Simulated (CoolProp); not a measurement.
Properties of propylene along the isobar 1.01 bar.

Values from CoolProp's reference Helmholtz-energy equation of state, Lemmon 2013.

| T (°C) | phase | density (kg/m³) | cp (kJ/(kg K)) | expansivity (1/kK) | fugacity coefficient |
|---|---|---|---|---|---|
| 86.25 | gas | 1.434 | 1.770 | 2.853 | 0.9921 |
| 96.65 | gas | 1.392 | 1.808 | 2.767 | 0.9927 |
| 106.95 | gas | 1.354 | … | 2.687 | 0.9933 |
| 117.25 | gas | 1.317 | 1.883 | 2.612 | 0.9939 |
| 127.65 | gas | 1.283 | 1.921 | 2.540 | 0.9944 |
| 137.95 | gas | 1.250 | 1.958 | 2.474 | 0.9948 |
| 148.25 | gas | 1.219 | … | 2.410 | 0.9952 |
| 158.55 | gas | 1.189 | 2.032 | 2.350 | 0.9956 |
| 168.95 | gas | 1.161 | 2.068 | 2.293 | 0.9959 |
| 179.25 | gas | 1.134 | … | 2.239 | 0.9962 |
| 189.55 | gas | 1.109 | 2.140 | 2.187 | 0.9965 |
| 199.95 | gas | 1.084 | 2.175 | 2.138 | 0.9967 |
| 210.25 | gas | 1.061 | 2.210 | 2.091 | 0.9970 |

### Question
What belongs in the gaps?

### Answer

- 106.95, cp (kJ/(kg K)): 1.845
- 148.25, cp (kJ/(kg K)): 1.995
- 179.25, cp (kJ/(kg K)): 2.104
